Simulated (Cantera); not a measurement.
A closed system holds: 1 mol TEOS, 0.58 mol H2O, 73 mol H2, equilibrated at 2098 K.

These are equilibrium values from Cantera (NASA tables, ideal gas, pure condensed phases), not measurements of a reactor. Candidate condensed phases: C, C6H6, C7H8, C8H18, H2O, Si, SiC, SiO2; 123 gas species. The feed counts by its element totals alone. Gases not in the tables: Si2H6 and higher silanes. Equilibrium is a limit: real reactors are often held back by kinetics, nucleation or transport.

Question: What share of the Si ends up in condensed phases as a function of P (Pa), at 5, 17, 59, 210, 710, 2400, 8400, 29000, 100000?

Answer: 
| P (Pa) | Si condensed (%) | as |
|---|---|---|
| 5 | 0.0 | - |
| 17 | 0.0 | - |
| 59 | 0.0 | - |
| 210 | 43.0 | SiC(s) |
| 710 | 79.4 | SiC(s) |
| 2400 | 90.0 | SiC(s) |
| 8400 | 93.3 | SiC(s) |
| 29000 | 94.2 | SiC(s) |
| 100000 | 94.5 | SiC(s) |
